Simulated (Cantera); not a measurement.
## Equilibrium for boron, boron nitride and boron oxide: borazine + H2O + H2 + N2

Charge: 1 mol borazine, 0.097 mol H2O, 49 mol H2, a varied amount of N2, held at 13.0 Pa.

Cantera equilibrium calculation (NASA polynomials, part measured and part estimated; ideal gas, pure solids and liquids). Candidate condensed phases: B, BN, B2O3, B3O3H3, H2O; 39 gas species. The feed counts by its element totals alone. Mutual solubility and eutectic melting of coexisting phases are not modelled. Kinetics and transport are ignored.

Stable condensed phases:

```
T in K \ n(N2) in mol
         0.26 0.39 0.58 0.85  1.2  1.8  2.7    4  5.9  8.7
   2075     A    A    A    A    A    A    A    A    A    A
   1975     A    A    A    A    A    A    A    A    A    A
   1875     A    A    A    A    A    A    A    A    A    B
   1775     C    C    C    C    B    B    B    B    B    B
   1675     B    B    B    B    B    B    B    B    B    B
   1575     B    B    B    B    B    B    B    B    B    B
   1475     B    B    B    B    B    B    B    B    B    B
   1375     B    B    B    B    B    B    B    B    B    B
   1275     B    B    B    B    B    B    B    B    B    B
   1175     D    D    D    D    D    D    D    B    B    B
```

A: B; B: BN; C: B + BN; D: BN + B2O3.
